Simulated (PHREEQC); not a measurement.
0.13 g of hydrous ferric oxide (600 m²/g; 0.2 weak and 0.005 strong sites per Fe, Dzombak-Morel constants, diffuse double layer) in 1 kg of water with 0.01 mol/kgw of an inert sodium salt and 7e-06 mol/kgw Na2HAsO4, at 25 °C; the pH is set by adding NaOH or the inert anion's acid. O2 is buffered at 0.21 atm. CO2 from the air is kept out. Nothing may precipitate in this run.

The series has 13 steps of pH, from 3 to 11.

Equilibrium calculation in PHREEQC: ion-association model, wateq4f.dat.

Near which pH is half of the As sorbed, and on which side is more sorbed?

Near pH 9.9, with more sorbed at lower pH.

The oxide is taken as insoluble; below pH 4 it would dissolve.
